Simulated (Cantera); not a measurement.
An isothermal, constant-pressure homogeneous reactor starts with CH₄ : H₂O = 1 : 4.6 (molar parts), at 1575 K and 2.07 atm.

Detailed kinetics in Cantera: GRI-Mech 3.0 (53 species, 325 reactions).

x: mole fraction; the columns are a selection and need not sum to one.

```json
[
 {"t (s)": "2.00e-5", "x CH₄": "0.179", "x H₂O": "0.821", "x OH": "(withheld)", "x CH₃": "5.18e-5", "x C₂H₂": "8.86e-11", "x CO": "2.09e-11"},
 {"t (s)": "0.000138", "x CH₄": "0.178", "x H₂O": "0.821", "x OH": "(withheld)", "x CH₃": "0.000159", "x C₂H₂": "1.67e-7", "x CO": "5.32e-8"},
 {"t (s)": "0.000946", "x CH₄": "0.175", "x H₂O": "0.821", "x OH": "2.29e-6", "x CH₃": "0.000272", "x C₂H₂": "6.85e-5", "x CO": "1.51e-5"},
 {"t (s)": "0.00650", "x CH₄": "0.154", "x H₂O": "0.807", "x OH": "2.32e-6", "x CH₃": "0.000249", "x C₂H₂": "0.00607", "x CO": "0.000537"},
 {"t (s)": "0.0447", "x CH₄": "0.0924", "x H₂O": "0.753", "x OH": "(withheld)", "x CH₃": "0.000125", "x C₂H₂": "0.0314", "x CO": "0.00437"},
 {"t (s)": "0.308", "x CH₄": "0.0386", "x H₂O": "0.646", "x OH": "(withheld)", "x CH₃": "4.64e-5", "x C₂H₂": "0.0353", "x CO": "0.0220"},
 {"t (s)": "2.11", "x CH₄": "0.0216", "x H₂O": "0.508", "x OH": "(withheld)", "x CH₃": "2.09e-5", "x C₂H₂": "0.00752", "x CO": "0.0684"},
 {"t (s)": "14.5", "x CH₄": "0.00286", "x H₂O": "0.445", "x OH": "7.13e-7", "x CH₃": "2.56e-6", "x C₂H₂": "9.04e-5", "x CO": "0.0948"},
 {"t (s)": "100", "x CH₄": "7.89e-7", "x H₂O": "0.439", "x OH": "7.03e-7", "x CH₃": "7.06e-10", "x C₂H₂": "7.53e-12", "x CO": "0.0972"}
]
```

Problem. Some entries are withheld; supply them.

Solution. 
- 2.00e-5, x OH: 4.46e-7
- 0.000138, x OH: 1.33e-6
- 0.0447, x OH: 1.82e-6
- 0.308, x OH: 1.38e-6
- 2.11, x OH: 8.81e-7
